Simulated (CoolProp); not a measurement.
Sulfur dioxide along the isotherm 388.2 K: density (kg/m³) from the reference equation and from simpler models built on Tc = 430.6 K, pc = 7.887 MPa, ω = 0.256; each cubic takes its own stable root.

The numbers come from the reference Helmholtz-energy equation of state, Gao 2016 in CoolProp.

```json
[
 {"p (MPa)": "0.111", "phase": "gas", "reference": "2.219", "Redlich-Kwong": "2.218", "Soave-Redlich-Kwong": "2.218"},
 {"p (MPa)": "0.172", "phase": "gas", "reference": "3.452", "Redlich-Kwong": "3.449", "Soave-Redlich-Kwong": "3.450"},
 {"p (MPa)": "0.268", "phase": "gas", "reference": "5.412", "Redlich-Kwong": "5.404", "Soave-Redlich-Kwong": "5.408"},
 {"p (MPa)": "0.418", "phase": "gas", "reference": "8.527", "Redlich-Kwong": "8.507", "Soave-Redlich-Kwong": "8.516"},
 {"p (MPa)": "0.651", "phase": "gas", "reference": "13.50", "Redlich-Kwong": "13.44", "Soave-Redlich-Kwong": "13.47"},
 {"p (MPa)": "1.01", "phase": "gas", "reference": "21.49", "Redlich-Kwong": "21.36", "Soave-Redlich-Kwong": "21.42"},
 {"p (MPa)": "1.58", "phase": "gas", "reference": "35.21", "Redlich-Kwong": "34.80", "Soave-Redlich-Kwong": "34.98"},
 {"p (MPa)": "2.46", "phase": "gas", "reference": "59.67", "Redlich-Kwong": "58.27", "Soave-Redlich-Kwong": "58.87"},
 {"p (MPa)": "5.95", "phase": "liquid", "reference": "1066", "Redlich-Kwong": "867.4", "Soave-Redlich-Kwong": "911.2"},
 {"p (MPa)": "9.27", "phase": "liquid", "reference": "1093", "Redlich-Kwong": "911.2", "Soave-Redlich-Kwong": "946.4"},
 {"p (MPa)": "14.4", "phase": "liquid", "reference": "1126", "Redlich-Kwong": "960.0", "Soave-Redlich-Kwong": "988.0"},
 {"p (MPa)": "22.5", "phase": "liquid", "reference": "1164", "Redlich-Kwong": "1015", "Soave-Redlich-Kwong": "1037"},
 {"p (MPa)": "35", "phase": "liquid", "reference": "1209", "Redlich-Kwong": "1074", "Soave-Redlich-Kwong": "1091"}
]
```
